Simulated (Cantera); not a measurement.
Input: 1 mol PbO, 2.1 mol CO, 0.26 mol H2, at 57.0 Pa.

Method: chemical equilibrium by Gibbs-energy minimisation in Cantera with the NASA 1993 tables (ideal gas, pure condensed phases). Candidate condensed phases: C, C6H6, C7H8, C8H18, H2O, Pb, PbO, PbO2, Pb3O4; 113 gas species. The numbers say what is thermodynamically allowed, not how fast it happens.

Task: Which condensed phases are stable at each of these points (T (K)): 1098, 1198, 1298, 1398, 1498, 1598, 1698?

Result: 
```tsv
T (K)	condensed phases	Pb condensed (%)
1098	Pb(l)	39.2
1198	gas only	0.0
1298	gas only	0.0
1398	gas only	0.0
1498	gas only	0.0
1598	gas only	0.0
1698	gas only	0.0
```

At 1098 K the condensed part is Pb(l). From 1198 K to 1698 K nothing is condensed.
